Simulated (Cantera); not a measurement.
An isothermal, constant-pressure homogeneous reactor starts with CH4 : H2O = 1 : 0.55 (molar parts), at 1998 K and 100.0 Torr. Integrator tolerance rtol = 1e-08.

Computed with Cantera and GRI-Mech 3.0 (53 species, 325 reactions). GRI-Mech 3.0 stops at C3 and has no aromatics, soot or wall deposition, so with more carbon than oxygen in the feed, carbon stays in small species such as C2H2 where larger ones or solid carbon would form.

### Question
What does this change do: temperature 1998 to 1200 K?

### Answer
| quantity | before | after |
|---|---|---|
| x(CH4) at 80.0 s | 0.000356 (gas-phase equilibrium 0.000356) | 0.634 (gas-phase equilibrium 0.159) |
| x(H2O) at 80.0 s | 1.82e-7 (gas-phase equilibrium 1.82e-7) | 0.353 (gas-phase equilibrium 2.30e-6) |
| x(C2H6) at 80.0 s | 2.47e-9 (gas-phase equilibrium 2.47e-9) | 0.000219 (gas-phase equilibrium 3.09e-5) |
| x(HO2) at 80.0 s | <1e-12 (gas-phase equilibrium <1e-12) | <1e-12 (gas-phase equilibrium <1e-12) |
| x(O2) at 80.0 s | <1e-12 (gas-phase equilibrium <1e-12) | <1e-12 (gas-phase equilibrium <1e-12) |
